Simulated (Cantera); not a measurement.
A closed system holds: 1 mol SiH2Cl2, 1.8 mol HCl, 520 mol H2, held at 0.170 bar.

Equilibrium computed with Cantera from the NASA thermochemical tables; the gas is ideal and each condensed phase is pure. Candidate condensed phases: Si; 19 gas species. Equilibrium is a limit: real reactors are often held back by kinetics, nucleation or transport.

Task: At 1223 K, list the 5 most abundant gas species with their mole fractions, and the condensed phases.

Result: H2 0.993, HCl 0.00691, SiCl2 0.000117, SiHCl3 1.72e-5, SiH2Cl2 1.02e-5. Condensed: Si(s).
